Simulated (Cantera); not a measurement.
An isothermal, constant-pressure homogeneous reactor starts with 4.48 % H2, 9.75 % O2, 85.8 % N2, equivalence ratio 0.23, at 1048 K and 82000 Pa.

Cantera simulation using GRI-Mech 3.0 (53 species, 325 reactions); the numbers are that mechanism's predictions, not measurements. The temperature is held fixed by assumption; the heat of reaction is taken as removed at once.

x: mole fraction; the columns are a selection and need not sum to one.

| t (s) | x H2 | x O2 | x N2O | x HO2 | x OH | x H2O2 | x H2O |
|---|---|---|---|---|---|---|---|
| 0.000100 | 0.0448 | 0.0975 | <1e-12 | 9.81e-9 | 1.66e-9 | 1.10e-11 | 2.24e-8 |
| 0.000230 | 0.0448 | 0.0975 | 3.56e-12 | 3.01e-6 | 5.76e-7 | 4.95e-9 | 8.09e-6 |
| 0.000528 | 0.00689 | 0.0796 | 2.03e-8 | 4.14e-5 | 0.000522 | 5.16e-6 | 0.0381 |
| 0.00121 | 0.00143 | 0.0774 | 3.48e-8 | 2.11e-5 | 5.94e-5 | 3.14e-6 | 0.0443 |
| 0.00279 | 0.000648 | 0.0770 | 4.07e-8 | 1.25e-5 | 2.05e-5 | 2.58e-6 | 0.0452 |
| 0.00642 | 0.000310 | 0.0769 | 4.48e-8 | 7.27e-6 | 9.66e-6 | 1.63e-6 | 0.0455 |
| 0.0147 | ___ | 0.0768 | 4.81e-8 | ___ | ___ | ___ | 0.0457 |
| 0.0339 | ___ | 0.0768 | 5.03e-8 | ___ | ___ | ___ | 0.0458 |
| 0.0779 | 9.38e-6 | 0.0768 | 5.15e-8 | 3.63e-7 | 1.94e-6 | 1.47e-8 | 0.0459 |
| 0.179 | 1.14e-6 | 0.0768 | 5.19e-8 | 4.95e-8 | 1.21e-6 | 3.40e-9 | 0.0459 |
| 0.412 | 5.45e-8 | 0.0768 | 5.20e-8 | 4.47e-9 | 7.65e-7 | 1.33e-9 | 0.0459 |
| 0.946 | 1.02e-9 | 0.0768 | 5.19e-8 | 1.04e-9 | 4.93e-7 | 5.60e-10 | 0.0459 |
| 2.18 | 1.77e-10 | 0.0768 | 5.14e-8 | 5.72e-10 | 3.34e-7 | 2.59e-10 | 0.0459 |
| 5.00 | 9.38e-11 | 0.0768 | 5.01e-8 | 4.99e-10 | 2.35e-7 | 1.30e-10 | 0.0459 |

Task: Some entries are withheld; supply them.

Result: 
- 0.0147, x H2: 0.000131
- 0.0147, x HO2: 3.73e-6
- 0.0147, x OH: 5.43e-6
- 0.0147, x H2O2: 6.13e-7
- 0.0339, x H2: 4.25e-5
- 0.0339, x HO2: 1.45e-6
- 0.0339, x OH: 3.23e-6
- 0.0339, x H2O2: 1.19e-7
